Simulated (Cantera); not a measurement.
Feed: 1 mol Si, 0.42 mol NH3, 190 mol H2, equilibrated at 188 Torr.

Method: chemical equilibrium by Gibbs-energy minimisation in Cantera with the NASA 1993 tables (ideal gas, pure condensed phases). Candidate condensed phases: Si, Si3N4; 18 gas species. Mutual solubility and eutectic melting of coexisting phases are not modelled. Kinetics and transport are ignored.

**Question.** At 1425 K, list the 3 most abundant gas species with their mole fractions, and the condensed phases.

**Answer.** H2 1.000, N2 4.00e-5, H 1.36e-5. Condensed: Si(s) + Si3N4(s).
